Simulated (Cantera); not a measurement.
Input: 1 mol V2O3, 28 mol H2, 8.6 mol N2, at 1625 °C and 0.585 Torr.

Equilibrium computed with Cantera from the NASA thermochemical tables; the gas is ideal and each condensed phase is pure. Candidate condensed phases: H2O, V, VN, VO, V2O3, V2O4, V2O5; 28 gas species. Mutual solubility and eutectic melting of coexisting phases are not modelled. VO: taken at fixed stoichiometry. Condensed phases not in the tables: the oxides between V2O3 and V2O5 other than VO2. Rates play no part.

Base state: H2 0.726, N2 0.231, H 0.0239, H2O 0.0152, VO2 0.00322, VO 0.000471, OH 4.09e-5 (mole fractions); condensed: VO(s) + V2O3(s).

Q: What changes in the equilibrium state with this change: temperature from 1625 °C to 750 °C?

A: 
```tsv
species	before	after
H2	0.726	0.765
N2	0.231	0.235
H2O	0.0152	0.000345
H	0.0239	1.30e-7
VO2	0.00322	<1e-9
VO	0.000471	<1e-9
OH	4.09e-5	<1e-9
VO(s), mol	1.23	0
V2O3(s), mol	0.314	0.996
VN(s), mol	0	0.00841
```
VN: taken at fixed stoichiometry. Condensed phases not in the tables: the oxides between V2O3 and V2O5 other than VO2, V2N.

Q: What changes in the equilibrium state with this change: V2O3 replaced by Fe3O4?

A: 
```csv
species,before,after
H2,0.726,0.589
N2,0.231,0.215
H2O,0.0152,0.0994
Fe,0,0.0747
H,0.0239,0.0215
VO2,0.00322,0
VO,0.000471,0
FeO,0,0.000194
OH,4.09e-5,0.000297
"VO(s), mol",1.23,0
"V2O3(s), mol",0.314,0
```
Further candidate phases: Fe, FeO, Fe(OH)2, Fe(OH)3, Fe2O3, Fe3O4.
